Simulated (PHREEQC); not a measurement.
Make-up at 25 °C: 0.035 mol NaOH, 0.0053 mol H3BO3 and 0.25 mol (CH3)4NCl per kg of water. Closed to the air; pH follows from the charge balance.

All values are PHREEQC results (ion-association model, wateq4f.dat), not measurements.

No solid was allowed to form.

Task: What pH does the model give?

Result: pH 12.31.

(CH3)4N+ isn't in the database: it is added as a free cation with an ion size of 4 Å.
